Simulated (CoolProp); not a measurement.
Vapour-liquid equilibrium of CH2F2 (R32) (1) + R152A (2) at -92.25 °C; x and y are mole fractions of (1).

The numbers come from the multi-fluid Helmholtz-energy mixture model, Tillner-Roth 1997 and Outcalt 1996; pair parameters Bell 2016 in CoolProp.

```
x     bubble pressure, mixture model (MPa)  bubble pressure, Raoult's law (MPa)  y, mixture model  y, Raoult's law
----  ------------------------------------  -----------------------------------  ----------------  ---------------
0.05                              0.001598                             0.001550             0.261            0.239
0.2                               0.002612                             0.002474             0.617            0.598
0.35                              0.003563                             0.003399             0.769            0.762
0.5                               0.004470                             0.004323             0.855            0.856
0.65                              0.005351                             0.005247             0.913            0.917
0.8                               0.006224                             0.006172             0.956            0.960
0.95                              0.007105                             0.007096             0.990            0.991
```

The largest gap from Raoult's law is +5.6 % in bubble pressure, at x = 0.2. No azeotrope shows between x = 0.05 and 0.95.

Pair parameters are fitted to limited data, so mixtures are less certain than the pure fluids.
